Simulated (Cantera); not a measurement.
Input: 1 mol Si, 2 mol HCl, 0.7 mol H₂, equilibrated at 1050 K and 1 atm.

These are equilibrium values from Cantera (NASA tables, ideal gas, pure condensed phases), not measurements of a reactor. Candidate condensed phases: Si; 19 gas species. The tables' values for SiCl₃ are old estimates; treat these amounts as uncertain. The numbers say what is thermodynamically allowed, not how fast it happens.

Base state: H₂ 0.735, SiCl₄ 0.167, SiHCl₃ 0.0726, HCl 0.0176, SiH₂Cl₂ 0.00359, SiCl₃ 0.00270, SiCl₂ 0.000788, SiH₃Cl 4.62e-5 (mole fractions); condensed: Si(s).

Task: What changes in the equilibrium state with this change: temperature from 1050 K to 700 K?

Result: 
```tsv
species	before	after
H₂	0.735	0.745
SiCl₄	0.167	0.168
SiHCl₃	0.0726	0.0843
HCl	0.0176	0.000303
SiCl₂	0.000788	8.79e-8
SiCl₃	0.00270	6.69e-6
Si(s), mol	0.464	0.452
```
